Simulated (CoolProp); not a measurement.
R1224YDZ along the isotherm 218.6 K: fugacity coefficient from the reference equation and from simpler models built on Tc = 428.7 K, pc = 3.334 MPa, ω = 0.325; each cubic takes its own stable root.

Values from CoolProp's reference Helmholtz-energy equation of state, Akasaka 2023.

| p (MPa) | phase | reference |
|---|---|---|
| 0.641 | liquid | 0.003812 |
| 1.28 | liquid | 0.001974 |
| 1.92 | liquid | 0.001361 |
| 2.56 | liquid | 0.001055 |
| 3.21 | liquid | 0.0008706 |
| 3.85 | liquid | 0.0007505 |
| 4.49 | liquid | 0.0006653 |
| 5.13 | liquid | 0.0006021 |
| 5.77 | liquid | 0.0005534 |
| 6.41 | liquid | 0.0005150 |
| 7.05 | liquid | 0.0004841 |
| 7.69 | liquid | 0.0004588 |
| 8.34 | liquid | 0.0004376 |

Question: How far does each simpler model (Redlich-Kwong, Soave-Redlich-Kwong) lie from the reference over these 13 states: mean and median of the absolute difference, and the worst?

Answer: 
- Redlich-Kwong: mean 329.6 %, median 329.6 %, worst +343.1 % at 218.6 K and 8.34 MPa
- Soave-Redlich-Kwong: mean 6.1 %, median 6.1 %, worst +8.8 % at 218.6 K and 8.34 MPa
